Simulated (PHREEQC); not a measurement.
Consider water at 20 °C with 120 mmol/kgw KOH. It is in equilibrium with CO2 at log p = -1 (atm). Otherwise closed; pH follows from the charge balance.

All values are PHREEQC results (Pitzer model, pitzer.dat), not measurements.

Task: The ionic strength comes out as 0.121 mol/kgw. What activity coefficients do CO3-2, K+, HCO3- get?

Result: CO3-2 0.31, K+ 0.76, HCO3- 0.75. Single-ion values are on the MacInnes scale.

This is a speciation only: nothing precipitates in the calculation.
